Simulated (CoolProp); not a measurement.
Values from CoolProp's reference Helmholtz-energy equation of state, Lemmon 2006. It is a short technical equation, of lower accuracy than the large ones.

For neopentane, give the phase and the density (kg/m³), cv (kJ/(kg K)), Joule-Thomson coefficient (K/MPa), expansivity (1/kK) at 44.95 °C and 3.32 MPa; 44.95 °C and 3.69 MPa; 44.95 °C and 4.43 MPa.


- 44.95 °C and 3.32 MPa: liquid; density 568, cv 1.81, Joule-Thomson coefficient -0.269, expansivity 1.99
- 44.95 °C and 3.69 MPa: liquid; density 569, cv 1.81, Joule-Thomson coefficient -0.273, expansivity 1.97
- 44.95 °C and 4.43 MPa: liquid; density 570, cv 1.81, Joule-Thomson coefficient -0.282, expansivity 1.93
